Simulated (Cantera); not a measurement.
Charge: 1 mol V2O3, 0.95 mol H2, 3.5 mol H2O, held at 1050 °C and 0.195 Torr.

These are equilibrium values from Cantera (NASA tables, ideal gas, pure condensed phases), not measurements of a reactor. Candidate condensed phases: H2O, V, VO, V2O3, V2O4, V2O5; 12 gas species. Condensed phases not in the tables: the oxides between V2O3 and V2O5 other than VO2. Equilibrium is a limit: real reactors are often held back by kinetics, nucleation or transport.

Base state: H2O 0.786, H2 0.213, H 4.54e-5 (mole fractions); condensed: V2O3(s).

Question: What changes in the equilibrium state with this change: temperature from 1050 °C to 1502 °C?

Answer: 
```json
[
 {"species": "H2O", "before": "0.786", "after": "0.759"},
 {"species": "H2", "before": "0.213", "after": "0.214"},
 {"species": "VO2", "before": "2.80e-7", "after": "0.0163"},
 {"species": "H", "before": "4.54e-5", "after": "0.00830"},
 {"species": "O2", "before": "<1e-9", "after": "8.76e-5"},
 {"species": "O", "before": "<1e-9", "after": "5.56e-5"},
 {"species": "OH", "before": "2.42e-6", "after": "0.00184"},
 {"species": "V2O3(s), mol", "before": "1.000", "after": "0.963"}
]
```

Question: What changes in the equilibrium state with this change: temperature from 1050 °C to 1825 °C?

Answer: 
```json
[
 {"species": "H2O", "before": "0.786", "after": "0.340"},
 {"species": "VO2", "before": "2.80e-7", "after": "0.290"},
 {"species": "H2", "before": "0.213", "after": "0.251"},
 {"species": "H", "before": "4.54e-5", "after": "0.0957"},
 {"species": "OH", "before": "2.42e-6", "after": "0.0154"},
 {"species": "O", "before": "<1e-9", "after": "0.00419"},
 {"species": "O2", "before": "<1e-9", "after": "0.00242"},
 {"species": "VO", "before": "<1e-9", "after": "0.00124"},
 {"species": "V2O3(s), mol", "before": "1.000", "after": "0"}
]
```
